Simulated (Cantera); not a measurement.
**Boron, boron nitride and boron oxide: B2O3 + O2**

Feed: 1 mol B2O3, 9.4 mol O2, equilibrated at 1.20 mbar.

Cantera equilibrium calculation (NASA polynomials, part measured and part estimated; ideal gas, pure solids and liquids). Candidate condensed phases: B, B2O3; 10 gas species. Rates play no part.

From 1323 K to 1523 K the condensed part is B2O3(l). From 1623 K to 2323 K nothing is condensed. The main B-bearing gas is B2O3 at 1323 K and BO2 at 2323 K.

```tsv
T (K)	x O2	x O	x BO2	x B2O3	x BO	x B2O2	n B2O3(l)
1323	1.000	7.68e-6	5.01e-5	0.000290	5.60e-11	<1e-12	0.997
1423	0.996	3.88e-5	0.000409	0.00342	2.71e-9	2.16e-12	0.966
1523	0.969	0.000157	0.00250	0.0287	7.84e-8	1.52e-10	0.709
1623	0.899	0.000521	0.00849	0.0917	1.06e-6	3.21e-9	0
1723	0.895	0.00155	0.0149	0.0883	6.14e-6	1.59e-8	0
1823	0.888	0.00410	0.0243	0.0832	2.89e-5	6.43e-8	0
1923	0.877	0.00978	0.0370	0.0762	0.000114	2.19e-7	0
2023	0.858	0.0213	0.0526	0.0673	0.000381	6.32e-7	0
2123	0.829	0.0428	0.0700	0.0568	0.00111	1.57e-6	0
2223	0.785	0.0799	0.0870	0.0451	0.00285	3.37e-6	0
2323	0.721	0.139	0.100	0.0332	0.00647	6.27e-6	0
```
x: gas mole fraction; n: condensed amount in mol.
